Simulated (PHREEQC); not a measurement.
Make-up at 20 °C: 0.27 mol/kgw MgSO4 and 4.2e-05 mol/kgw LiCl. Closed to the air; pH follows from the charge balance.

Model: ion-association model, wateq4f.dat, run in PHREEQC.

Precipitation was switched off in this run.

### Question
Predict the ionic strength, activity of water.

### Answer
ionic strength 0.458 mol/kgw; activity of water 0.993.

### Question
In which forms is Li present?

### Answer
Li+ 90 %, LiSO4- 10 % of the Li.

Complexes and solids missing from the database can't appear.
